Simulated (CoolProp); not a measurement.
Vapour-liquid equilibrium of carbon dioxide (1) + propane (2) at 266 K; x and y are mole fractions of (1).

Values from CoolProp's multi-fluid Helmholtz-energy mixture model, Span 1996 and Lemmon 2009; pair parameters Kunz 2012.

```json
[
 {"x": "0.05", "bubble pressure, mixture model (kPa)": "?", "bubble pressure, Raoult's law (kPa)": "503.6", "y, mixture model": "0.352", "y, Raoult's law": "0.285"},
 {"x": "0.15", "bubble pressure, mixture model (kPa)": "998.0", "bubble pressure, Raoult's law (kPa)": "752.7", "y, mixture model": "0.629", "y, Raoult's law": "0.572"},
 {"x": "0.25", "bubble pressure, mixture model (kPa)": "1376", "bubble pressure, Raoult's law (kPa)": "1002", "y, mixture model": "0.740", "y, Raoult's law": "0.716"},
 {"x": "0.35", "bubble pressure, mixture model (kPa)": "1689", "bubble pressure, Raoult's law (kPa)": "1251", "y, mixture model": "0.796", "y, Raoult's law": "0.803"},
 {"x": "0.45", "bubble pressure, mixture model (kPa)": "?", "bubble pressure, Raoult's law (kPa)": "1500", "y, mixture model": "?", "y, Raoult's law": "0.861"},
 {"x": "0.55", "bubble pressure, mixture model (kPa)": "2132", "bubble pressure, Raoult's law (kPa)": "1749", "y, mixture model": "0.855", "y, Raoult's law": "0.902"},
 {"x": "0.65", "bubble pressure, mixture model (kPa)": "2299", "bubble pressure, Raoult's law (kPa)": "1998", "y, mixture model": "0.877", "y, Raoult's law": "0.934"},
 {"x": "0.75", "bubble pressure, mixture model (kPa)": "2458", "bubble pressure, Raoult's law (kPa)": "2247", "y, mixture model": "?", "y, Raoult's law": "0.958"},
 {"x": "0.85", "bubble pressure, mixture model (kPa)": "2620", "bubble pressure, Raoult's law (kPa)": "2496", "y, mixture model": "0.930", "y, Raoult's law": "0.977"},
 {"x": "0.95", "bubble pressure, mixture model (kPa)": "?", "bubble pressure, Raoult's law (kPa)": "2746", "y, mixture model": "0.972", "y, Raoult's law": "0.993"}
]
```

Q: Complete the blanks.

A: 
- 0.05, bubble pressure, mixture model (kPa): 584.3
- 0.45, bubble pressure, mixture model (kPa): 1936
- 0.45, y, mixture model: 0.831
- 0.75, y, mixture model: 0.901
- 0.95, bubble pressure, mixture model (kPa): 2788

The largest gap from Raoult's law is +37.3 % in bubble pressure, at x = 0.25. No azeotrope shows between x = 0.05 and 0.95.

Pair parameters are fitted to limited data, so mixtures are less certain than the pure fluids.
